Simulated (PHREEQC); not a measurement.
Hard or scaling water: speciation

Make-up at 25 °C: 0.36 mmol/kgw CaSO4, 1.2 mmol/kgw Na2SO4 and 2.2 mmol/kgw MgSO4. Closed to the air; pH follows from the charge balance.

Computed with PHREEQC (ion-association model, phreeqc.dat).

This is a speciation only: nothing precipitates in the calculation.

Problem. Estimate the ionic strength, specific conductance.

Solution. ionic strength 0.0114 mol/kgw; specific conductance 727 µS/cm.

Problem. In which forms is Mg present?

Solution. Mg+2 76 %, MgSO4 24 % of the Mg.

Species that the database lacks are ignored.
